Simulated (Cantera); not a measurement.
# Low-pressure radical oxidation in H2/O2

An isothermal, constant-pressure homogeneous reactor starts with 3.18 % H₂, 96.2 % O₂, 0.606 % N₂, at 1050 K and 1.80 Torr.

Computed with Cantera and GRI-Mech 3.0 (53 species, 325 reactions). Radical loss at walls, strong at low pressure, is not modelled.

```
t (s)         x H₂   x O₂     x H₂O       x O      x OH       x H    x H₂O₂
--------  --------  -----  --------  --------  --------  --------  --------
9.00e-6     0.0318  0.962    <1e-12    <1e-12    <1e-12  1.75e-12    <1e-12
2.43e-5     0.0318  0.962    <1e-12    <1e-12    <1e-12  4.67e-12    <1e-12
6.58e-5     0.0318  0.962    <1e-12    <1e-12    <1e-12  1.22e-11    <1e-12
0.000178    0.0318  0.962    <1e-12  5.17e-12  4.92e-12  3.01e-11    <1e-12
0.000480    0.0318  0.962  6.64e-12  3.24e-11  2.84e-11  6.85e-11    <1e-12
0.00130     0.0318  0.962  9.18e-11  1.86e-10  1.37e-10  1.60e-10    <1e-12
0.00351     0.0318  0.962   1.27e-9   1.32e-9  7.78e-10  6.36e-10    <1e-12
0.00949     0.0318  0.962   4.89e-8   3.61e-8   1.96e-8   1.46e-8    <1e-12
0.0256      0.0315  0.962  0.000195  0.000139   7.43e-5   5.64e-5  1.01e-10
0.0693    0.000492  0.938    0.0278    0.0206   0.00149   0.00553   1.16e-8
0.187     0.000330  0.941    0.0288    0.0187   0.00124   0.00418   9.38e-9
0.506     0.000242  0.947    0.0299    0.0134   0.00106   0.00254   9.95e-9
1.37      0.000117  0.955    0.0312   0.00626  0.000740  0.000820   1.06e-8
3.70       3.09e-5  0.960    0.0320   0.00164  0.000382  0.000110   1.00e-8
10.0       5.39e-6  0.961    0.0322  0.000288  0.000160   8.10e-6   7.27e-9
```
x: mole fraction; the columns are a selection and need not sum to one.

Equilibrium at this temperature and pressure: H₂ 2.45e-10, O₂ 0.962, H₂O 0.0323, O 1.35e-8, OH 1.10e-6, H 2.61e-12, H₂O₂ 8.03e-12 (gas phase only).
